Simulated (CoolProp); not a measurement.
Vapour-liquid equilibrium of sulfur hexafluoride (1) + R113 (2) at 254.7 K; x and y are mole fractions of (1).

Model: multi-fluid Helmholtz-energy mixture model, Guder 2009 and Marx 1992; pair parameters Bell 2016, in CoolProp.

```tsv
x	bubble pressure (bar)	y at the bubble point	dew pressure at overall composition x (bar)	liquid density (mol/L)
0.05	0.8609	0.933	0.05986	8.995
0.15	1.348	0.957	0.06692	9.240
0.25	1.506	0.963	0.07586	9.514
0.35	1.702	0.968	0.08755	9.814
0.45	2.034	0.976	0.1035	10.14
0.55	2.562	0.984	0.1266	10.47
0.65	3.336	0.991	0.1629	10.82
0.75	4.370	0.996	0.2284	11.14
0.85	5.586	0.999	0.3822	11.41
0.95	6.760	1.000	1.155	11.53
```

No azeotrope shows between x = 0.05 and 0.95.

Pair parameters are fitted to limited data, so mixtures are less certain than the pure fluids. The gap from Raoult's law changes sign with composition, which may be real or a fault of the pair parameters; it wasn't checked against measurements. With so large a gap from Raoult's law the liquid may split in two, which this calculation doesn't test in full.
